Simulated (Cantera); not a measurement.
## Gas-phase reforming

An isothermal, constant-pressure homogeneous reactor starts with 74.6 % CH4, 25.4 % H2O, at 1775 K and 0.880 bar.

Computed with Cantera and GRI-Mech 3.0 (53 species, 325 reactions). GRI-Mech 3.0 stops at C3 and has no aromatics, soot or wall deposition, so with more carbon than oxygen in the feed, carbon stays in small species such as C2H2 where larger ones or solid carbon would form.

```json
[
 {"t (s)": "0.000200", "x CH4": "0.681", "x H2O": "0.248", "x C2H6": "0.00451", "x HCO": "3.85e-8", "x CH2": "1.68e-6", "x C2H": "9.90e-9", "x HO2": "<1e-12"},
 {"t (s)": "0.000735", "x CH4": "0.493", "x H2O": "0.221", "x C2H6": "0.00221", "x HCO": "3.06e-8", "x CH2": "1.22e-6", "x C2H": "1.51e-7", "x HO2": "<1e-12"},
 {"t (s)": "0.00270", "x CH4": "0.272", "x H2O": "0.184", "x C2H6": "0.000551", "x HCO": "1.37e-8", "x CH2": "7.09e-7", "x C2H": "3.55e-7", "x HO2": "<1e-12"},
 {"t (s)": "0.00993", "x CH4": "0.112", "x H2O": "0.154", "x C2H6": "9.50e-5", "x HCO": "6.42e-9", "x CH2": "4.28e-7", "x C2H": "5.00e-7", "x HO2": "<1e-12"},
 {"t (s)": "0.0365", "x CH4": "0.0410", "x H2O": "0.124", "x C2H6": "1.45e-5", "x HCO": "5.23e-9", "x CH2": "2.63e-7", "x C2H": "5.57e-7", "x HO2": "<1e-12"},
 {"t (s)": "0.134", "x CH4": "0.0247", "x H2O": "0.0741", "x C2H6": "5.61e-6", "x HCO": "9.83e-9", "x CH2": "1.53e-7", "x C2H": "4.76e-7", "x HO2": "<1e-12"},
 {"t (s)": "0.493", "x CH4": "0.0168", "x H2O": "0.0199", "x C2H6": "2.83e-6", "x HCO": "1.65e-8", "x CH2": "6.72e-8", "x C2H": "3.68e-7", "x HO2": "<1e-12"},
 {"t (s)": "1.81", "x CH4": "0.0134", "x H2O": "0.000454", "x C2H6": "2.03e-6", "x HCO": "1.91e-8", "x CH2": "3.93e-8", "x C2H": "3.31e-7", "x HO2": "<1e-12"},
 {"t (s)": "6.66", "x CH4": "0.0133", "x H2O": "8.02e-7", "x C2H6": "2.01e-6", "x HCO": "1.92e-8", "x CH2": "3.86e-8", "x C2H": "3.30e-7", "x HO2": "<1e-12"},
 {"t (s)": "24.5", "x CH4": "0.0133", "x H2O": "8.02e-7", "x C2H6": "2.01e-6", "x HCO": "1.92e-8", "x CH2": "3.86e-8", "x C2H": "3.30e-7", "x HO2": "<1e-12"},
 {"t (s)": "90.0", "x CH4": "0.0133", "x H2O": "8.02e-7", "x C2H6": "2.01e-6", "x HCO": "1.92e-8", "x CH2": "3.86e-8", "x C2H": "3.30e-7", "x HO2": "<1e-12"}
]
```
x: mole fraction; the columns are a selection and need not sum to one.

Equilibrium at this temperature and pressure: CH4 0.0133, H2O 8.05e-7, C2H6 2.01e-6, HCO 1.92e-8, CH2 3.86e-8, C2H 3.30e-7, HO2 <1e-12 (gas phase only).
